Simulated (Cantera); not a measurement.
An adiabatic, constant-volume homogeneous reactor starts with CO : H2 : CH4 : O2 : N2 = 1 : 0.26 : 0.41 : 2.34 : 8.79 (molar parts), at 1500 K and 3830 Torr. Integrator tolerance rtol = 1e-08.

Computed with Cantera and GRI-Mech 3.0 (53 species, 325 reactions).

Question: What does this change do: pressure from 3830 Torr to 760 Torr?

Answer: 
```csv
quantity,before,after
time of steepest temperature rise,34.6 µs,0.127 ms
temperature at 1.00 s,2832 K,2729 K
equilibrium temperature,2832 K,2729 K
x(CO) at 1.00 s,0.0205 (gas-phase equilibrium 0.0205),0.0271 (gas-phase equilibrium 0.0271)
x(H2) at 1.00 s,0.00241 (gas-phase equilibrium 0.00241),0.00343 (gas-phase equilibrium 0.00343)
x(CH4) at 1.00 s,<1e-12 (gas-phase equilibrium <1e-12),<1e-12 (gas-phase equilibrium <1e-12)
x(N2O) at 1.00 s,3.31e-6 (gas-phase equilibrium 3.31e-6),1.27e-6 (gas-phase equilibrium 1.27e-6)
x(C2H6) at 1.00 s,<1e-12 (gas-phase equilibrium <1e-12),<1e-12 (gas-phase equilibrium <1e-12)
```
